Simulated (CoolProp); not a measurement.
Hydrogen sulfide at several states: fugacity coefficient from the reference equation and from simpler models built on Tc = 100.0 °C, pc = 8.999 MPa, ω = 0.101; each cubic takes its own stable root.

Model: reference Helmholtz-energy equation of state, Lemmon 2006, in CoolProp. It is a short technical equation, of lower accuracy than the large ones.

```tsv
T (°C)	p (MPa)	phase	reference	Redlich-Kwong	Soave-Redlich-Kwong	Peng-Robinson
243.65	2.92	gas	0.9646	0.9597	0.9642	0.9560
-17.95	0.0162	gas	0.9980	0.9982	0.9982	0.9981
17.05	7.42	liquid	…	0.2332	0.2170	…
37.95	1.07	gas	…	0.9328	0.9314	…
```

**Question.** Complete the blanks.

**Answer.** 
- 17.05, reference: 0.2131
- 17.05, Peng-Robinson: 0.2112
- 37.95, reference: 0.9301
- 37.95, Peng-Robinson: 0.9265
